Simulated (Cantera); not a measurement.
Feed: 1 mol BCl₃, 0.88 mol N₂, equilibrated at 1823.15 K and 45.0 mbar.

Equilibrium computed with Cantera from the NASA thermochemical tables; the gas is ideal and each condensed phase is pure. Candidate condensed phases: B, BN; 10 gas species. The tables' values for BCl₂, BCl are old estimates; treat these amounts as uncertain. The numbers say what is thermodynamically allowed, not how fast it happens.

Problem. What is the equilibrium state?

Solution. 
```
Item                                Result
-------------------------------  ---------
x(BCl₃)                              0.513
x(N₂)                                0.462
x(Cl)                               0.0134
x(BCl₂)                             0.0107
x(BCl)                             0.00145
x(Cl₂)                             6.55e-5
gas amount                       1.906 mol
log10 activity of B(s) (absent)      -2.23
```
